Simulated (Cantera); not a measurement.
**Thermodynamics of abatement and gas-phase synthesis, feed CS2 + H2**

Feed: 1 mol CS2, 0.043 mol H2, at 1100 Pa.

Method: chemical equilibrium by Gibbs-energy minimisation in Cantera with the NASA 1993 tables (ideal gas, pure condensed phases). Candidate condensed phases: C, C6H6, C7H8, C8H18, S; 83 gas species. Gases not in the tables: S3 to S7. Rates play no part.

| T (K) | x CS2 | x S2 | x H2S | x H2 | x CS | x SH | x S | n C(graphite) |
|---|---|---|---|---|---|---|---|---|
| 825 | 0.871 | 0.0871 | 0.0411 | 0.000995 | 3.40e-9 | 1.13e-6 | 7.93e-11 | 0.110 |
| 925 | 0.858 | 0.100 | 0.0385 | 0.00355 | 1.10e-7 | 7.47e-6 | 2.55e-9 | 0.122 |
| 1025 | 0.846 | 0.112 | 0.0329 | 0.00897 | 1.78e-6 | 3.24e-5 | 4.17e-8 | 0.132 |
| 1125 | 0.835 | 0.123 | 0.0250 | 0.0167 | 1.75e-5 | 0.000101 | 4.16e-7 | 0.140 |
| 1225 | 0.826 | 0.133 | 0.0172 | 0.0243 | 0.000118 | 0.000241 | 2.85e-6 | 0.146 |
| 1325 | 0.816 | 0.141 | 0.0112 | 0.0300 | 0.000594 | 0.000480 | 1.47e-5 | 0.152 |
| 1425 | 0.807 | 0.149 | 0.00725 | 0.0337 | 0.00237 | 0.000838 | 5.99e-5 | 0.158 |
x: gas mole fraction; n: condensed amount in mol.

From 825 K to 1425 K the condensed part is C(graphite). The main C-bearing gas is CS2 throughout. The share of C in condensed phases is highest at 1425 K (15.8 %) and lowest at 825 K (11.0 %).
